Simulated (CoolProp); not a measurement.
Vapour-liquid equilibrium of R134a (1) + methanol (2) at 64.85 °C; x and y are mole fractions of (1).

Computed with CoolProp (multi-fluid Helmholtz-energy mixture model, Tillner-Roth 1994 and de Reuck 1993; pair parameters Bell 2016).

```
x      bubble pressure, mixture model (MPa)  bubble pressure, Raoult's law (MPa)  y, mixture model  y, Raoult's law
-----  ------------------------------------  -----------------------------------  ----------------  ---------------
0.05                                 0.3510                               0.1918             0.706            0.491
0.125                                0.6190                               0.3254             0.832            0.724
0.2                                  0.8002                               0.4589             0.870            0.821
0.275                                0.9277                               0.5924             0.889            0.874
0.35                                  1.024                               0.7260             0.901            0.908
0.425                                 1.105                               0.8595             0.910            0.931
0.5                                   1.180                               0.9931             0.918            0.948
0.575                                 1.255                                1.127             0.926            0.961
0.65                                  1.336                                1.260             0.935            0.971
0.725                                 1.425                                1.394             0.945            0.980
0.8                                   1.527                                1.527             0.957            0.987
0.875                                 1.644                                1.661             0.971            0.992
0.95                                  1.779                                1.794             0.987            0.997
```

The largest gap from Raoult's law is +90.2 % in bubble pressure, at x = 0.125. No azeotrope shows between x = 0.05 and 0.95.

Pair parameters are fitted to limited data, so mixtures are less certain than the pure fluids. The gap from Raoult's law changes sign with composition, which may be real or a fault of the pair parameters; it wasn't checked against measurements. With so large a gap from Raoult's law the liquid may split in two, which this calculation doesn't test in full.
